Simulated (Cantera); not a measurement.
An adiabatic, constant-pressure homogeneous reactor starts with C₃H₈ : O₂ : N₂ = 1 : 4.17 : 15.7 (molar parts), at 1400 K and 0.560 bar.

Detailed kinetics in Cantera: GRI-Mech 3.0 (53 species, 325 reactions). GRI-Mech 3.0 was tuned for natural gas; its chemistry of propane as a main component is partial and can be far from experiment.

One state of this run: T (K) = 1395; x C₃H₈ = 0.0410; x O₂ = 0.196; x CO₂ = 3.26e-5; x H₂O₂ = 1.29e-5; x CH₄ = 0.000715. x: mole fraction; the columns are a selection and need not sum to one.

Task: Which value of t (s) does it belong to?
(A) 0.000111
(B) 0.000304
(C) 2.00e-6
(D) 0.126

Result: A, 0.000111
